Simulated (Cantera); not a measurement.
An adiabatic, constant-volume homogeneous reactor starts with CH4 : C2H6 : C3H8 : O2 : N2 = 1 : 0.057 : 0.58 : 2.12 : 7.99 (molar parts), at 1175 K and 3750 Torr. Integrator tolerance rtol = 1e-08.

Computed with Cantera and GRI-Mech 3.0 (53 species, 325 reactions). GRI-Mech 3.0 was tuned for natural gas; its chemistry of propane as a main component is partial and can be far from experiment.

Question: What does this change do: initial temperature 1175 to 1125 K?

Answer: 
```tsv
quantity	before	after
time of steepest temperature rise	4.14 ms	9.96 ms
temperature at 5.00 s	2401 K	2357 K
equilibrium temperature	2401 K	2357 K
x(CH4) at 5.00 s	1.84e-8 (gas-phase equilibrium 2.07e-8)	2.39e-8 (gas-phase equilibrium 2.68e-8)
x(C2H6) at 5.00 s	<1e-12 (gas-phase equilibrium <1e-12)	<1e-12 (gas-phase equilibrium <1e-12)
x(C3H8) at 5.00 s	<1e-12 (gas-phase equilibrium <1e-12)	<1e-12 (gas-phase equilibrium <1e-12)
x(H2) at 5.00 s	0.212 (gas-phase equilibrium 0.212)	0.213 (gas-phase equilibrium 0.213)
x(NO) at 5.00 s	1.27e-5 (gas-phase equilibrium 1.27e-5)	9.01e-6 (gas-phase equilibrium 9.01e-6)
x(HCO) at 5.00 s	7.84e-7 (gas-phase equilibrium 7.84e-7)	6.88e-7 (gas-phase equilibrium 6.88e-7)
x(H2O2) at 5.00 s	6.06e-10 (gas-phase equilibrium 6.06e-10)	4.27e-10 (gas-phase equilibrium 4.27e-10)
```
